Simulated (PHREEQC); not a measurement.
1 kg of water holding 0.0036 mol/kgw K2SO4, 0.0047 mol/kgw MgSO4 and 0.043 mol/kgw Na2SO4 is evaporated at 75 °C; the solids stay in contact with the brine. No CO2 enters from the air. The run lets Arcanite, Bloedite, Brucite, Epsomite, Glaserite, Hexahydrite, Kieserite, Leonite, Mirabilite, Misenite, Schoenite, Thenardite precipitate or redissolve, and no other solid.

The series has 28 steps of water left (kg), from 1 to 0.005012.

All values are PHREEQC results (Pitzer model, pitzer.dat), not measurements.

Question: Which solids form, in which order, and at which step of the series does each first stand?

Answer: Thenardite from water left = 0.01337 kg.

Constants without temperature data keep their 25 °C values here.
